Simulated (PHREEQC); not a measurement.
Make-up at 25 °C: 0.0012 mol KH2PO4, 0.0035 mol H2SO4 and 0.0063 mol NiSO4 per kg of water. Closed to the air; pH follows from the charge balance.

Computed with PHREEQC (ion-association model, wateq4f.dat).

### Question
The ionic strength comes out as 0.0263 mol/kgw. What activity coefficients do H+, KSO4-, K+, H2PO4-, SO4-2 get?

### Answer
H+ 0.88, KSO4- 0.86, K+ 0.85, H2PO4- 0.86, SO4-2 0.55.

No solid was allowed to form. H3PO4, which wateq4f.dat lacks, is added to it with the constant of phreeqc.dat. The database has no phosphate complexes of Ni.
